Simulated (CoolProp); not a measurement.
Saturation properties of methanol (Tc = 240.2 °C, pc = 8.216 MPa, ω = 0.565).

The numbers come from the reference Helmholtz-energy equation of state, de Reuck 1993 in CoolProp.

| T (°C) | p (MPa) | liquid density (kg/m³) | vapour density (kg/m³) | vapour viscosity (µPa s) | liquid conductivity (mW/(m K)) |
|---|---|---|---|---|---|
| 117.85 | 0.6031 | 690.0 | 6.814 | 12.3 | 182 |
| 127.95 | 0.7970 | 677.2 | 8.998 | 12.5 | 180 |
| 138.15 | 1.040 | 663.4 | 11.80 | 12.8 | 178 |
| 148.25 | 1.336 | 648.8 | 15.30 | 13.0 | 176 |
| 158.45 | 1.698 | 633.0 | 19.76 | 13.3 | 175 |
| 168.65 | 2.134 | 615.6 | 25.36 | 13.6 | 173 |
| 178.75 | 2.646 | 596.8 | 32.23 | 13.9 | 171 |
| 188.95 | 3.255 | 575.6 | 40.70 | 14.4 | 169 |
| 199.05 | 3.956 | 551.6 | 51.02 | 14.9 | 168 |
| 209.25 | 4.775 | 523.2 | 65.02 | 15.7 | 166 |
| 219.45 | 5.732 | 487.2 | 86.73 | 17.1 | 164 |
| 229.55 | 6.839 | 435.5 | 122.0 | 20.0 | 164 |

It boils at 64.5 °C under 1 atm.

Viscosity comes from a separate model (Xiang 2006). Thermal conductivity comes from a separate model (Sykioti 2013).
